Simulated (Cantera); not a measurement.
An isothermal, constant-pressure homogeneous reactor starts with H₂ : O₂ : N₂ = 1.5 : 1 : 0.71 (molar parts), equivalence ratio 0.75, at 800 K and 0.405 atm. Integrator tolerance rtol = 1e-08.

Cantera simulation using GRI-Mech 3.0 (53 species, 325 reactions); the numbers are that mechanism's predictions, not measurements. Below about 950 K walls govern HO2 and H2O2 in real vessels. The temperature is held fixed by assumption; the heat of reaction is taken as removed at once.

Problem. What does this change do: temperature 800 to 1123 K?

Solution. 
```json
[
 {"quantity": "x(H₂) at 1.00 s", "before": "0.467 (gas-phase equilibrium <1e-12)", "after": "7.16e-9 (gas-phase equilibrium 6.91e-9)"},
 {"quantity": "x(O₂) at 1.00 s", "before": "0.312 (gas-phase equilibrium 0.102)", "after": "0.102 (gas-phase equilibrium 0.102)"},
 {"quantity": "x(HO₂) at 1.00 s", "before": "4.94e-7 (gas-phase equilibrium 1.96e-11)", "after": "6.57e-9 (gas-phase equilibrium 6.16e-9)"},
 {"quantity": "x(OH) at 1.00 s", "before": "1.42e-12 (gas-phase equilibrium 2.25e-9)", "after": "2.32e-6 (gas-phase equilibrium 2.53e-6)"},
 {"quantity": "x(O) at 1.00 s", "before": "5.98e-12 (gas-phase equilibrium <1e-12)", "after": "1.86e-9 (gas-phase equilibrium 2.20e-9)"}
]
```
